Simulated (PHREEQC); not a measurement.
A made-up water analysis in mmol/kgw, 60 °C, pH 7.13, pe 8.7:

```json
[
 {"constituent": "Na", "mmol/kgw": "108"},
 {"constituent": "K", "mmol/kgw": "30.4"},
 {"constituent": "Ca", "mmol/kgw": "29.7"},
 {"constituent": "Mg", "mmol/kgw": "1.98"},
 {"constituent": "Cl", "mmol/kgw": "178"},
 {"constituent": "S(6)", "mmol/kgw": "9.18"},
 {"constituent": "Alkalinity (meq/kgw)", "mmol/kgw": "0.201"},
 {"constituent": "Li", "mmol/kgw": "0.069"},
 {"constituent": "O(0) (counted as O atoms)", "mmol/kgw": "0.347"}
]
```

Cl is adjusted to close the charge balance.
Valence states are taken as typed.

Model: ion-association model, phreeqc.dat, run in PHREEQC.

Precipitation was switched off in this run.

Task: What activity of water does the model give?

Result: activity of water 0.994.

Task: In which forms is Mg present?

Result: Mg+2 83 %, MgSO4 17 % of the Mg.

At this temperature some constants are extrapolated from 25 °C, and those without enthalpy data are left unchanged.
